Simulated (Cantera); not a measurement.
A closed system holds: 1 mol Fe(CO)5, a varied amount of N2, at 1075 K and 0.00760 bar.

Points: n(N2) (mol) = 3.1, 3.7, 4.3, 5.1, 6, 7, 8.2, 9.7, 11, 13, 16, 18, 22.

Cantera's Mixture.equilibrate('TP', solver="vcs", rtol=1e-11, max_steps=5000) on the NASA tables stopped like this:

```
*******************************************************************************
CanteraError thrown by VCS_SOLVE::solve_tp_inner:
vcs_solve_TP: ERROR on step change wt[27:Fe2O3(s)]: -1.3877787807814457e-17 < 0.0
*******************************************************************************
```

### Question
What got this run through?

### Answer
This is not unique; one that fits is The failure is numerical, not chemical. The same input converged with solver="gibbs", rtol=1e-10, max_steps=50000, and the result passed a check of the equilibrium conditions:
```
log10 of partial pressures in bar; condensed amounts in mol
     n(N2)        N2        CO       CO2     C(gr)     Fe(a)
       3.1    -2.536    -2.329    -5.525  0.003181         1
       3.7    -2.490    -2.360    -5.587  0.002962         1
       4.3    -2.454    -2.389    -5.645  0.002771         1
       5.1    -2.416    -2.425    -5.716  0.002552         1
         6    -2.382    -2.462    -5.791  0.002344         1
         7    -2.353    -2.500    -5.866  0.002149         1
       8.2    -2.326    -2.541    -5.949  0.001954         1
       9.7    -2.300    -2.588    -6.042  0.001754         1
        11    -2.282    -2.625    -6.116  0.001612         1
        13    -2.260    -2.676    -6.218  0.001433         1
        16    -2.237    -2.743    -6.352  0.001229         1
        18    -2.226    -2.782    -6.431  0.001122         1
        22    -2.208    -2.852    -6.570 0.0009557         1
```

The gas is ideal and each condensed phase is pure. Condensed phases not in the tables: cementite and carbon dissolved in iron.
